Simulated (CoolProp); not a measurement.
Saturation properties of diethyl ether (Tc = 467.9 K, pc = 37.17 bar, ω = 0.282).

Model: reference Helmholtz-energy equation of state, Thol 2014, in CoolProp.

| T (K) | p (bar) | liquid density (kg/m³) | enthalpy of vaporisation (kJ/kg) |
|---|---|---|---|
| 324.7 | 1.792 | 675.9 | 342.7 |
| 336.1 | 2.525 | 661.4 | 331.7 |
| 347.6 | 3.478 | (withheld) | 320.0 |
| 359 | 4.668 | 630.2 | (withheld) |
| 370.4 | 6.141 | 613.5 | (withheld) |
| 381.9 | 7.952 | 595.6 | 279.9 |
| 393.3 | 10.11 | 576.6 | 264.2 |
| 404.7 | 12.68 | 556.0 | 246.9 |

Task: What belongs in the gaps?

Result: 
- 347.6, liquid density (kg/m³): 646.1
- 359, enthalpy of vaporisation (kJ/kg): 307.6
- 370.4, enthalpy of vaporisation (kJ/kg): 294.3

It boils at 307.6 K under 1 atm.
